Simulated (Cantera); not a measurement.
Source: NASA polynomial tables (part measured, part estimated), evaluated in Cantera. Values are per mole of reaction as written; species without (g) are pure solids or liquids, kept so even where they would boil at 1 bar.

2 Cu + CF4(g) = C + 2 CuF2(g)

| T (K) | ΔH° (kJ) | ΔS° (J/K) | ΔG° (kJ) | log10 K |
|---|---|---|---|---|
| 300 | … | … | … | … |
| 875 | 391.8 | 199.5 | 217.2 | -12.97 |
| 925 | … | … | … | … |
| 975 | … | … | … | … |
| 1025 | 388.7 | 196.3 | 187.5 | -9.56 |
| 1075 | 387.6 | 195.3 | 177.7 | -8.63 |
| 1125 | … | … | … | … |

Problem. What belongs in the gaps?

Solution. 
- 300, ΔH° (kJ): 399.2
- 300, ΔS° (J/K): 212.2
- 300, ΔG° (kJ): 335.6
- 300, log10 K: -58.43
- 925, ΔH° (kJ): 390.8
- 925, ΔS° (J/K): 198.4
- 925, ΔG° (kJ): 207.2
- 925, log10 K: -11.70
- 975, ΔH° (kJ): 389.8
- 975, ΔS° (J/K): 197.4
- 975, ΔG° (kJ): 197.3
- 975, log10 K: -10.57
- 1125, ΔH° (kJ): 386.5
- 1125, ΔS° (J/K): 194.2
- 1125, ΔG° (kJ): 168.0
- 1125, log10 K: -7.80
